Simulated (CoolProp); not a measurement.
Model: reference Helmholtz-energy equation of state, Thol 2018, in CoolProp.

Q: For hydrogen chloride, give the phase and the cp (kJ/(kg K)), cv (kJ/(kg K)), isothermal compressibility (1/MPa), expansivity (1/kK) at -46.55 °C and 108 bar; -17.25 °C and 108 bar.

A: 
- -46.55 °C and 108 bar: liquid; cp 1.67, cv 0.969, isothermal compressibility 0.00168, expansivity 2.39
- -17.25 °C and 108 bar: liquid; cp 1.75, cv 0.924, isothermal compressibility 0.00274, expansivity 3.00
